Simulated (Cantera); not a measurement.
A Cantera script and what it prints.

```python
import numpy as np
import cantera as ct

gas_names = """
    Pb CF4
""".split()
cond_names = """
    PbF2(a) PbF2(b) PbF2(L) C(gr)
""".split()


# ... load() reads the species with a 1 bar reference pressure and builds the phases ...
species = {s.name: s for s in load("nasa_gas.yaml", gas_names) + load("nasa_condensed.yaml", cond_names)}
# Each term lists the table entries of one substance; the one whose range holds T is used.
reactions = {
    '2 PbF2 + C = 2 Pb(g) + CF4(g)':
        [(-2, ['PbF2(a)', 'PbF2(b)', 'PbF2(L)']), (-1, ['C(gr)']), (2, ['Pb']), (1, ['CF4'])],
}


def pick(names, T):
    return next(species[n] for n in names if species[n].thermo.min_temp <= T <= species[n].thermo.max_temp)


results = []
for label, terms in reactions.items():
    print(label)
    print("     T/K   dH/kJ  dS/(J/K)   dG/kJ   log10 K")
    for T in [300, 1350, 1500, 1650, 1800, 1950, 2100]:
        used = [(nu, pick(names, T)) for nu, names in terms]
        dH = sum(nu * s.thermo.h(T) for nu, s in used) / 1e6
        dS = sum(nu * s.thermo.s(T) for nu, s in used) / 1e3
        dG = dH - T * dS / 1e3
        logK = -dG * 1e6 / (ct.gas_constant * T * np.log(10))
        results.append((label, T, dH, dS, dG, logK, [s.name for _, s in used]))
        print(f"{T:8g} {dH:8.1f} {dS:8.1f} {dG:8.1f} {logK:8.2f}")
```

Result:

```
2 PbF2 + C = 2 Pb(g) + CF4(g)
     T/K   dH/kJ  dS/(J/K)   dG/kJ   log10 K
     300    811.1    380.2    697.1  -121.37
    1350    691.6    231.6    378.9   -14.66
    1500    677.1    221.4    345.0   -12.01
    1650    663.0    212.4    312.5    -9.89
    1800    649.1    204.4    281.2    -8.16
    1950    635.6    197.2    251.1    -6.73
    2100    622.5    190.7    222.0    -5.52
```

Standard-state values (1 bar) from the NASA 1993 polynomials, evaluated with Cantera. Condensed species are held in their standard states even where they would react or evaporate.
